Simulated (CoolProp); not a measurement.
A single-stage vapour-compression cycle with R227EA: evaporating at 234.15 K (dew point), condensing at 282.15 K (bubble point), superheat 2 K, subcooling 5 K, compressor efficiency 0.6, no pressure losses. Each further row changes one setting.

The numbers come from the reference Helmholtz-energy equation of state, Lemmon 2016 in CoolProp.

| case | cooling COP | pressure ratio | discharge temperature (K) | refrigerating effect (kJ/kg) | volumetric capacity (kJ/m³) |
|---|---|---|---|---|---|
| as stated | 2.36 | 7.96 | 295.3 | 96.0 | 289 |
| evaporating temperature 239.15 K | ? | ? | 293.4 | ? | 382 |
| condensing temperature 277.15 K | 2.73 | 6.67 | 290.2 | 102 | 305 |
| subcooling 10 K | 2.50 | 7.96 | 295.3 | 102 | 305 |
| superheat 12 K | 2.41 | 7.96 | 306.2 | ? | 296 |
| compressor efficiency 0.5 | 1.97 | 7.96 | 305.0 | 96.0 | 289 |

Task: Fill in the missing entries.

Result: 
- evaporating temperature 239.15 K, cooling COP: 2.77
- evaporating temperature 239.15 K, pressure ratio: 6.12
- evaporating temperature 239.15 K, refrigerating effect (kJ/kg): 99.3
- superheat 12 K, refrigerating effect (kJ/kg): 103
